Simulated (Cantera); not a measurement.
Cantera run, input and output.

```python
import numpy as np
import cantera as ct

gas = ct.Solution("gri30.yaml")
gas.TPX = 1673, 1300, {'C2H6': 1, 'N2': 2.8}
inlet = ct.Reservoir(gas, clone=True)

reactor = ct.IdealGasConstPressureReactor(gas, energy="off", clone=False)
exhaust = ct.Reservoir(gas, clone=True)
tau = [12, 3.6, 1.1, 0.33, 0.099, 0.03, 0.009][0]
for a, b in ((inlet, reactor), (reactor, exhaust)):
    ct.MassFlowController(a, b, mdot=lambda t: reactor.mass / tau)
net = ct.ReactorNet([reactor])
show = ['C2H6', 'H2', 'C2H2', 'C2H4', 'CH3', 'CH4']

rows = []
print(f"{'tau/s':>10s}{'T/K':>9s}" + "".join(f"{s:>11s}" for s in show))
for tau in [12, 3.6, 1.1, 0.33, 0.099, 0.03, 0.009]:
    net.initial_time = 0.0
    net.advance(30 * tau)
    before = gas.X
    net.advance(40 * tau)
    drift = np.max(np.abs(gas.X - before) / (gas.X + 1e-9))
    rows.append([gas.T, *gas[show].X, drift])
    print(f"{tau:10.3e}{gas.T:9.1f}" + "".join(f"{x:11.3e}" for x in gas[show].X))
```

It prints:

```
     tau/s      T/K       C2H6         H2       C2H2       C2H4        CH3        CH4
 1.200e+01   1673.0  9.632e-06  3.340e-01  1.693e-01  1.102e-04  4.113e-04  8.548e-03
 3.600e+00   1673.0  3.003e-05  3.275e-01  1.673e-01  2.409e-04  7.484e-04  1.380e-02
 1.100e+00   1673.0  9.285e-05  3.170e-01  1.639e-01  6.205e-04  1.346e-03  2.208e-02
 3.300e-01   1673.0  2.932e-04  3.004e-01  1.583e-01  1.726e-03  2.431e-03  3.481e-02
 9.900e-02   1673.0  9.232e-04  2.757e-01  1.488e-01  4.749e-03  4.346e-03  5.226e-02
 3.000e-02   1673.0  2.866e-03  2.422e-01  1.332e-01  1.225e-02  7.633e-03  7.233e-02
 9.000e-03   1673.0  8.940e-03  1.992e-01  1.074e-01  2.862e-02  1.327e-02  8.886e-02
```

Computed with Cantera and GRI-Mech 3.0 (53 species, 325 reactions). GRI-Mech 3.0 stops at C3 and has no aromatics, soot or wall deposition, so with more carbon than oxygen in the feed, carbon stays in small species such as C2H2 where larger ones or solid carbon would form. Radical loss at walls, strong at low pressure, is not modelled.
